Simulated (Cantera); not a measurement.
An adiabatic, constant-pressure homogeneous reactor starts with CH4 : O2 : N2 = 1 : 0.952 : 9.05 (molar parts), equivalence ratio 2.1, at 1325 K and 1.70 bar. Integrator tolerance rtol = 1e-08.

Model: GRI-Mech 3.0 (53 species, 325 reactions), integrated in Cantera.

Problem. What does this change do: 0.49 parts CO2 added?

Solution. 
```csv
quantity,before,after
time of steepest temperature rise,21.9 ms,23.8 ms
temperature at 0.400 s,1907 K,1855 K
equilibrium temperature,1907 K,1855 K
x(CH4) at 0.400 s,5.90e-7 (gas-phase equilibrium 3.18e-10),2.99e-6 (gas-phase equilibrium 1.80e-10)
x(O2) at 0.400 s,4.55e-9 (gas-phase equilibrium 4.57e-9),6.05e-9 (gas-phase equilibrium 6.13e-9)
x(C2H) at 0.400 s,1.26e-12 (gas-phase equilibrium <1e-12),6.56e-12 (gas-phase equilibrium <1e-12)
x(HCN) at 0.400 s,2.48e-6 (gas-phase equilibrium 1.20e-7),1.64e-6 (gas-phase equilibrium 7.25e-8)
x(HO2) at 0.400 s,3.13e-12 (gas-phase equilibrium 3.14e-12),3.51e-12 (gas-phase equilibrium 3.56e-12)
x(NO2) at 0.400 s,4.49e-12 (gas-phase equilibrium <1e-12),4.40e-12 (gas-phase equilibrium <1e-12)
x(H2O2) at 0.400 s,7.59e-12 (gas-phase equilibrium 7.63e-12),9.49e-12 (gas-phase equilibrium 9.62e-12)
```

Problem. What does this change do: 0.014 parts H2 added?

Solution. 
| quantity | before | after |
|---|---|---|
| time of steepest temperature rise | 21.9 ms | 19.8 ms |
| temperature at 0.400 s | 1907 K | 1907 K |
| equilibrium temperature | 1907 K | 1907 K |
| x(CH4) at 0.400 s | 5.90e-7 (gas-phase equilibrium 3.18e-10) | 6.81e-7 (gas-phase equilibrium 3.29e-10) |
| x(O2) at 0.400 s | 4.55e-9 (gas-phase equilibrium 4.57e-9) | 4.42e-9 (gas-phase equilibrium 4.44e-9) |
| x(C2H) at 0.400 s | 1.26e-12 (gas-phase equilibrium <1e-12) | 1.43e-12 (gas-phase equilibrium <1e-12) |
| x(HCN) at 0.400 s | 2.48e-6 (gas-phase equilibrium 1.20e-7) | 2.53e-6 (gas-phase equilibrium 1.22e-7) |
| x(HO2) at 0.400 s | 3.13e-12 (gas-phase equilibrium 3.14e-12) | 3.05e-12 (gas-phase equilibrium 3.06e-12) |
| x(NO2) at 0.400 s | 4.49e-12 (gas-phase equilibrium <1e-12) | 4.35e-12 (gas-phase equilibrium <1e-12) |
| x(H2O2) at 0.400 s | 7.59e-12 (gas-phase equilibrium 7.63e-12) | 7.46e-12 (gas-phase equilibrium 7.50e-12) |
